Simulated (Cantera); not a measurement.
An isothermal, constant-pressure homogeneous reactor starts with C₃H₈ : H₂ = 1 : 24 (molar parts), at 1300 K and 2200 Pa.

Computed with Cantera and GRI-Mech 3.0 (53 species, 325 reactions). GRI-Mech 3.0 was tuned for natural gas; its chemistry of propane as a main component is partial and can be far from experiment. GRI-Mech 3.0 stops at C3 and has no aromatics, soot or wall deposition, so with more carbon than oxygen in the feed, carbon stays in small species such as C2H2 where larger ones or solid carbon would form. Radical loss at walls, strong at low pressure, is not modelled.

Predict: x(H₂) at 9.00 s; x(C₂H₂) at 9.00 s; x(CH₃) at 9.00 s.


| Quantity | Value |
|---|---|
| x(H₂) at 9.00 s | 0.925 (gas-phase equilibrium 0.926) |
| x(C₂H₂) at 9.00 s | 0.0335 (gas-phase equilibrium 0.0349) |
| x(CH₃) at 9.00 s | 6.09e-6 (gas-phase equilibrium 5.74e-6) |
